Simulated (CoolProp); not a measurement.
Aqueous ammonia as a coolant, 15 % by mass, freezing at -23.3 °C, 1 atm.

Values from CoolProp's Melinder's fits for secondary coolants.

| T (°C) | Prandtl number | viscosity (mPa s) | density (kg/m³) | cp (kJ/(kg K)) |
|---|---|---|---|---|
| -17.3 | 39.8 | 4.11 | 950.3 | 4.255 |
| -11 | 29.6 | ___ | ___ | ___ |
| -4.7 | 22.9 | 2.49 | 947.7 | 4.232 |
| 1.6 | 18.2 | ___ | 946.0 | 4.222 |
| 7.9 | 14.7 | 1.68 | 944.0 | 4.214 |
| 14.1 | 12.1 | 1.42 | 941.9 | 4.207 |
| 20.4 | 10.0 | 1.20 | 939.4 | 4.201 |

**Question.** Some entries are withheld; supply them.

**Answer.** 
- -11, viscosity (mPa s): 3.14
- -11, density (kg/m³): 949.1
- -11, cp (kJ/(kg K)): 4.243
- 1.6, viscosity (mPa s): 2.03
